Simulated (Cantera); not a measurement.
What does this Cantera script print?

```python
import numpy as np
import cantera as ct

gas_names = """
    C CN CO CO2 C2 CCN CNC C2N2 C2O C3 C3O2 C4 C4N2 C5 N NCO NO NO2 NO3 N2 N2O O O2 O3 Si SiC SiC2 SiN
    SiO SiO2 Si2 Si2C Si2N Si3
""".split()
cond_names = """
    C(gr) Si(cr) Si(L) SiC(b) SiO2(Lqz) SiO2(hqz) SiO2(L) Si2N2O(s) Si3N4(a)
""".split()


def load(file, names, dense=False):
    # The tables refer to 1 bar. Condensed volumes are neglected.
    table = {s.name: s for s in ct.Species.list_from_file(file)}
    out = []
    for n in names:
        d = dict(table[n].input_data)
        d["thermo"] = dict(d["thermo"], **{"reference-pressure": 1e5})
        if dense:
            d["equation-of-state"] = {"model": "constant-volume", "density": "1e6 g/cm^3"}
        out.append(ct.Species.from_dict(d))
    return out


gas = ct.Solution(thermo="ideal-gas", species=load("nasa_gas.yaml", gas_names))
cond = {s.name: ct.Solution(thermo="fixed-stoichiometry", species=[s], name=s.name)
        for s in load("nasa_condensed.yaml", cond_names, dense=True)}
atoms = {
    'SiC': {'Si': 1, 'C': 1},
    'N2O': {'N': 2, 'O': 1},
    'N2': {'N': 2},
    'O2': {'O': 2},
}
top_T = {'C(gr)': 4500, 'SiC(b)': 3050, 'Si2N2O(s)': 2100, 'Si3N4(a)': 2400}  # K; cautious upper limits of use, not melting points


def equilibrate(T, P, feed):
    n = {}
    for name, mol in feed.items():
        for a, k in atoms[name].items():
            n[a] = n.get(a, 0.0) + k * mol
    gas.TPX = T, P, n
    mass = sum(n.values()) * gas.mean_molecular_weight
    gas.equilibrate("TP")
    valid = [c for c in cond.values() if c.min_temp <= T <= top_T.get(c.name, c.max_temp)]
    mix = ct.Mixture([(gas, mass / gas.mean_molecular_weight)] + [(c, 0.0) for c in valid])
    mix.T, mix.P = T, P
    mix.equilibrate("TP", solver="vcs", rtol=1e-11, max_steps=5000)
    return mix


results = []
feed = {'SiC': 1, 'N2O': 0.12, 'N2': 80, 'O2': 1.1}  # mol
T = 1225  # K
P = 100000  # Pa
mix = equilibrate(T, P, feed)
results.append((T, P, feed, dict(zip(mix.species_names, mix.species_moles))))
x = sorted(zip(gas.X, gas.species_names), reverse=True)
print(f"T = {T:g} K  P = {P:g} Pa  gas = {mix.phase_moles(0):.4g} mol")
print("   x: " + "  ".join(f"{s} {v:.3e}" for v, s in x if v > 1e-06))
print("   condensed (mol): " + ("  ".join(f"{mix.phase(i).name} {mix.phase_moles(i):.4g}"
      for i in range(1, mix.n_phases) if mix.phase_moles(i) > 1e-12) or "none"))
```

Output:

```
T = 1225 K  P = 100000 Pa  gas = 80.89 mol
   x: N2 9.876e-01  CO 1.236e-02  CO2 3.131e-06
   condensed (mol): SiO2(hqz) 0.5465  Si2N2O(s) 0.2268
```

Equilibrium computed with Cantera from the NASA thermochemical tables; the gas is ideal and each condensed phase is pure. Mutual solubility and eutectic melting of coexisting phases are not modelled. The tables hold silica as quartz up to 1696 K and as liquid above; real silica turns to tridymite and cristobalite and melts near 1996 K.
